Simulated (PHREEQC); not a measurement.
Solution (25 °C): 3.2 mmol/kgw FeCl3, 17 mmol/kgw CaCl2, 0.031 mmol/kgw HCl and 89 mmol/kgw Na2SO4. Closed to the air; pH follows from the charge balance.

Equilibrium calculation in PHREEQC: ion-association model, phreeqc.dat.

```json
[
 {"quantity": "pH", "before": "3.50", "after": "3.59"},
 {"quantity": "NaSO4- (mol/kgw)", "before": "0.0140", "after": "0.0271"},
 {"quantity": "FeSO4+ (mol/kgw)", "before": "0.00165", "after": "0.00156"},
 {"quantity": "SI of Fe(OH)3(a) (Fe(OH)3)", "before": "+0.42", "after": "+0.52"},
 {"quantity": "SI of Halite (NaCl)", "before": "-4.01", "after": "-3.86"}
]
```

**Question.** Name the change that produced these shifts.
(A) CaCl2 left out
(B) diluted 10-fold with water
(C) Na2SO4 from 0.089 to 0.134 mol/kgw

**Answer.** C, Na2SO4 from 0.089 to 0.134 mol/kgw

No solid was allowed to form. Some of these states are supersaturated (in Fe(OH)3(a), Gypsum, for instance).
